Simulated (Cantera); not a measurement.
**Adiabatic ignition**

An adiabatic, constant-volume homogeneous reactor starts with CO : H2 : O2 : N2 : H2O = 1 : 0.073 : 1.17 : 4.39 : 0.63 (molar parts), equivalence ratio 0.46, at 1000 K and 14.0 bar.

Computed with Cantera and GRI-Mech 3.0 (53 species, 325 reactions). The hydrogen kinetics of GRI-Mech 3.0 are dated; newer H2 mechanisms differ, most at raised pressure. The pressure lies above the range GRI-Mech 3.0 was tuned for (to about 10 atm).

```tsv
t (s)	T (K)	P (bar)	x CO	x H2	x O2	x OH	x O	x CO2
2.00e-6	1000	14.0	0.138	0.0101	0.161	2.72e-11	4.27e-10	8.80e-10
5.70e-6	1000	14.0	0.138	0.0101	0.161	4.79e-11	6.45e-10	3.21e-9
1.62e-5	1000	14.0	0.138	0.0101	0.161	7.18e-11	6.96e-10	1.22e-8
4.62e-5	1000	14.0	0.138	0.0101	0.161	1.34e-10	7.23e-10	5.29e-8
0.000132	1000	14.0	0.138	0.0101	0.161	3.23e-10	8.03e-10	2.98e-7
0.000375	1000	14.0	0.138	0.0101	0.161	9.73e-10	1.08e-9	2.20e-6
0.00107	1000	14.0	0.138	0.0100	0.161	3.90e-9	2.31e-9	2.15e-5
0.00304	1003	14.0	0.137	0.01000	0.161	1.85e-8	8.45e-9	0.000274
0.00866	1073	15.0	0.132	0.00880	0.158	3.50e-7	1.80e-7	0.00567
0.0247	2332	30.3	0.00127	0.000156	0.0899	0.00288	0.000327	0.147
0.0702	2327	30.2	0.00124	0.000153	0.0889	0.00283	0.000317	0.147
0.200	2327	30.2	0.00124	0.000153	0.0889	0.00283	0.000316	0.147
```
x: mole fraction; the columns are a selection and need not sum to one.

- time of steepest temperature rise: 9.77 ms
- temperature at 0.200 s: 2327 K
- equilibrium temperature: 2327 K
- x(CO) at 0.200 s: 0.00124 (gas-phase equilibrium 0.00124)
- x(H2) at 0.200 s: 0.000153 (gas-phase equilibrium 0.000153)
- x(O2) at 0.200 s: 0.0889 (gas-phase equilibrium 0.0889)
